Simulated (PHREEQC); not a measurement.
0.016 g of hydrous ferric oxide (600 m²/g; 0.2 weak and 0.005 strong sites per Fe, Dzombak-Morel constants, diffuse double layer) in 1 kg of water with 0.005 mol/kgw of an inert sodium salt and 5.7e-07 mol/kgw ZnCl2 and 4.2e-06 mol/kgw Na2HAsO4, at 25 °C; the pH is set by adding NaOH or the inert anion's acid. O2 is buffered at 0.21 atm. The system is closed to CO2. Precipitation was switched off in this run.

Computed with PHREEQC (ion-association model, wateq4f.dat).

| pH | Zn sorbed (%) | As sorbed (%) | surface charge σ (C/m²) | surface potential ψ (mV) |
|---|---|---|---|---|
| 4 | 0.0 | 100.0 | 0.145 | 182 |
| 4.5 | 0.0 | 100.0 | 0.099 | 163 |
| 5 | 0.2 | 100.0 | 0.063 | 140 |
| 5.5 | 1.4 | 100.0 | 0.039 | 115 |
| 6 | 10.8 | 100.0 | 0.023 | 89 |
| 6.5 | 47.0 | 99.9 | 0.012 | 61 |
| 7 | 85.6 | 99.8 | 0.006 | 34 |
| 7.5 | 98.0 | 98.8 | 0.001 | 5 |
| 8 | 99.7 | 92.8 | -0.004 | -22 |
| 8.5 | 99.9 | 73.8 | -0.008 | -45 |
| 9 | 100.0 | 47.8 | -0.013 | -65 |
| 9.5 | 99.9 | 24.3 | -0.020 | -83 |
| 10 | 99.9 | 8.4 | -0.031 | -104 |
| 10.5 | 99.9 | 2.0 | -0.049 | -126 |
| 11 | 99.8 | 0.4 | -0.079 | -146 |
| 11.5 | 99.4 | 0.1 | -0.129 | -163 |
| 12 | 95.2 | 0.0 | -0.210 | -171 |

Species that the database lacks are ignored. The database has no arsenate complexes of Zn.
